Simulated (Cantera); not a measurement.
Mixture: 5.10 % CH₄, 20.0 % O₂, 74.9 % N₂, at 5.00 bar, adiabatic and at constant volume. Ignition delay is the time to a rise of 400 K.

Detailed kinetics in Cantera: GRI-Mech 3.0 (53 species, 325 reactions).

**Question.** Predict: delay at 1275 K; delay at 1425 K; delay at 1575 K; delay at 1725 K; apparent activation energy between 1650 and 1800 K.

**Answer.** 
```
Item                                                    Result
--------------------------------------------------  ----------
delay at 1275 K                                        2.73 ms
delay at 1425 K                                       0.515 ms
delay at 1575 K                                       0.127 ms
delay at 1725 K                                        40.5 µs
apparent activation energy between 1650 and 1800 K  170 kJ/mol
```
